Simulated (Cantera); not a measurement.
What does this Cantera script print?

```python
import numpy as np
import cantera as ct

surf = ct.Interface("diamond.yaml", "diamond_100")
gas, bulk = surf.adjacent["gas"], surf.adjacent["diamond"]
k = surf.kinetics_species_index(bulk.species_names[0])
cover = ["c6HH", "c6H*", "c6*H", "c6**", "c6HM", "c6B"]

rows, drift = [], 0.0
print(f"{'xCH3':>10s}{'um/h':>11s}" + "".join(f"{s:>11s}" for s in cover))
for v in [1e-06, 2.1e-06, 4.2e-06, 8.7e-06, 1.8e-05, 3.7e-05, 7.6e-05, 0.00016, 0.00032]:
    T, P, xH, xCH3 = 1000, 2400, 0.0014, v
    gas.TPX = T, P, {"H": xH, "CH3": xCH3, "CH4": 0.0071, "H2": 1 - xH - xCH3 - 0.0071}
    surf.TP = bulk.TP = T, P
    surf.coverages = "c6H*:0.1, c6HH:0.9"
    surf.advance_coverages(100.0)
    before = surf.coverages
    surf.advance_coverages(100.0)
    drift = max(drift, np.max(np.abs(surf.coverages - before) / (surf.coverages + 1e-9)))
    rate = surf.net_production_rates[k] * bulk.mean_molecular_weight / bulk.density * 3.6e9
    rows.append([rate, *surf[cover].coverages])
    print(f"{v:10.4g}{rate:11.4e}" + "".join(f"{x:11.3e}" for x in rows[-1][1:]))
```

Result:

```
      xCH3       um/h       c6HH       c6H*       c6*H       c6**       c6HM        c6B
     1e-06 9.7865e-03  5.991e-01  1.822e-02  3.730e-01  9.269e-03  2.981e-04  2.656e-11
   2.1e-06 2.0541e-02  5.988e-01  1.822e-02  3.729e-01  9.263e-03  6.256e-04  5.574e-11
   4.2e-06 4.1041e-02  5.983e-01  1.820e-02  3.725e-01  9.252e-03  1.250e-03  1.114e-10
   8.7e-06 8.4832e-02  5.972e-01  1.817e-02  3.718e-01  9.227e-03  2.584e-03  2.302e-10
   1.8e-05 1.7474e-01  5.950e-01  1.810e-02  3.704e-01  9.177e-03  5.323e-03  4.742e-10
   3.7e-05 3.5601e-01  5.906e-01  1.795e-02  3.675e-01  9.077e-03  1.084e-02  9.661e-10
   7.6e-05 7.1819e-01  5.817e-01  1.767e-02  3.617e-01  8.876e-03  2.188e-02  1.949e-09
   0.00016 1.4560e+00  5.635e-01  1.710e-02  3.500e-01  8.469e-03  4.437e-02  3.951e-09
   0.00032 2.7205e+00  5.324e-01  1.611e-02  3.298e-01  7.776e-03  8.294e-02  7.382e-09
```

Detailed kinetics in Cantera: the Harris–Goodwin 1993 mechanism for the reconstructed diamond (100) surface.
